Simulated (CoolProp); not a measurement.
Values from CoolProp's reference Helmholtz-energy equation of state, Lemmon 2004. It is a short technical equation, of lower accuracy than the large ones.

Question: Give the vapour pressure (MPa), enthalpy of vaporisation (kJ/kg), liquid cp (kJ/(kg K)), surface tension (mN/m) of saturated n-dodecane at 144.05, 200.05, 237.45 °C.

Answer: 
```tsv
T (°C)	p (MPa)	enthalpy of vaporisation (kJ/kg)	liquid cp (kJ/(kg K))	surface tension (mN/m)
144.05	0.0124	297	2.66	15.0
200.05	0.0677	266	2.90	10.9
237.45	0.163	242	3.06	8.37
```

Surface tension comes from a separate correlation (Mulero 2012).
